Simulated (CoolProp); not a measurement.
n-butane at 293.15 K and 0.0947 MPa is compressed adiabatically to 0.667 MPa with isentropic efficiency 0.7. Each further row changes one setting.

The numbers come from the reference Helmholtz-energy equation of state, Bücker 2006 in CoolProp.

```json
[
 {"case": "as stated", "work (kJ/kg)": "119", "final temperature (K)": "366.0", "final density (kg/m³)": "14.3"},
 {"case": "efficiency 1", "work (kJ/kg)": "83.3", "final temperature (K)": "349.2", "final density (kg/m³)": "15.3"},
 {"case": "efficiency 0.65", "work (kJ/kg)": "128", "final temperature (K)": "370.3", "final density (kg/m³)": "14.0"}
]
```
